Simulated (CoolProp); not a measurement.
Toluene at 293.15 K and 0.219 MPa flows at 0.44 m/s in a round tube of 20 mm bore and 15 µm roughness, fully developed (64/Re and Nu = 3.66 if laminar; Colebrook and Gnielinski if turbulent). Each further row changes one setting.

Computed with CoolProp (reference Helmholtz-energy equation of state, Lemmon 2006). It is a short technical equation, of lower accuracy than the large ones.

```
case               Reynolds number  Darcy friction factor  pressure drop (Pa/m)  heat-transfer coefficient (W/(m² K))  mass flow (kg/h)
-----------------  ---------------  ---------------------  --------------------  ------------------------------------  ----------------
as stated                    13000                      …                   126                                   696               431
velocity 0.88 m/s            26000                 0.0261                   438                                     …                 …
diameter 40 mm               26000                 0.0252                  52.9                                   645                 …
```

Problem. Complete the blanks.

Solution. 
- as stated, Darcy friction factor: 0.0301
- velocity 0.88 m/s, heat-transfer coefficient (W/(m² K)): 1320
- velocity 0.88 m/s, mass flow (kg/h): 863
- diameter 40 mm, mass flow (kg/h): 1730

Viscosity comes from a separate model (Avgeri 2015). Thermal conductivity comes from a separate model (Assael 2012).
